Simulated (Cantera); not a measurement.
**Premixed flame**

A freely propagating, adiabatic, planar premixed flame of 56.0 % H2, 10.0 % O2, 34.0 % N2, equivalence ratio 2.8, unburnt at 600 K and 10.0 bar; mixture-averaged transport, grid criteria slope 0.08 and curve 0.16, no radiation.

Detailed kinetics in Cantera: the H2/O2 subset of GRI-Mech 3.0, which has no nitrogen chemistry. The hydrogen kinetics of GRI-Mech 3.0 are dated; newer H2 mechanisms differ, most at raised pressure. Burning velocities carry a grid error of a few per cent, more on coarse grids.

| z (mm) | T (K) | u (m/s) | x H2 | x O2 | x H | x HO2 | x H2O | x O |
|---|---|---|---|---|---|---|---|---|
| -0.0803 | 600 | 7.51 | 0.560 | 0.100 | <1e-8 | <1e-8 | <1e-8 | <1e-8 |
| -0.0536 | 600 | 7.51 | 0.560 | 0.100 | <1e-8 | 2.97e-8 | 2.66e-7 | <1e-8 |
| -0.0402 | 600 | 7.51 | 0.560 | 0.100 | <1e-8 | 2.59e-7 | 1.99e-6 | <1e-8 |
| -0.0268 | 605 | 7.55 | 0.559 | 0.101 | <1e-8 | 8.95e-6 | 4.80e-5 | 5.49e-8 |
| -0.0134 | 705 | 8.60 | 0.544 | 0.101 | 0.000127 | 0.000822 | 0.00471 | 1.31e-5 |
| -0.00669 | 1001 | 11.8 | 0.510 | 0.0911 | 0.00311 | 0.000945 | 0.0343 | 0.000172 |
| 0 | 1369 | 15.8 | 0.459 | 0.0643 | 0.0141 | 0.000470 | 0.0935 | 0.000687 |
| 0.00669 | 1630 | 18.7 | 0.414 | 0.0329 | 0.0270 | 0.000218 | 0.155 | 0.000846 |
| 0.0134 | 1770 | 20.3 | 0.389 | 0.0137 | 0.0334 | 8.74e-5 | 0.191 | 0.000531 |
| 0.0268 | 1887 | 21.6 | 0.378 | 0.00230 | 0.0324 | 1.39e-5 | 0.214 | 0.000171 |
| 0.0536 | 1971 | 22.4 | 0.381 | 0.000149 | 0.0242 | 8.91e-7 | 0.219 | 6.48e-5 |
| 0.107 | 2035 | 23.0 | 0.387 | 1.02e-5 | 0.0156 | 9.57e-8 | 0.221 | 2.75e-5 |
| 0.214 | 2080 | 23.5 | 0.391 | 2.82e-6 | 0.00910 | 3.06e-8 | 0.222 | 9.89e-6 |
x: mole fraction of selected species; z is measured from the peak of heat release.

The laminar burning velocity is 751 cm/s. The thermal thickness is 0.0268 mm, the peak x(H) is 0.0342 and the peak x(HO2) is 0.00117. The peak x(O) is 0.000878. The grid points is 119.
